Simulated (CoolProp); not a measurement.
The numbers come from the reference Helmholtz-energy equation of state, Lemmon 2006 in CoolProp. It is a short technical equation, of lower accuracy than the large ones.

Q: For carbonyl sulfide, give the phase and the cp (kJ/(kg K)) at 17.55 °C and 126 kPa; 59.25 °C and 126 kPa; 80.05 °C and 126 kPa.

A: 
- 17.55 °C and 126 kPa: gas; cp 0.699
- 59.25 °C and 126 kPa: gas; cp 0.727
- 80.05 °C and 126 kPa: gas; cp 0.740
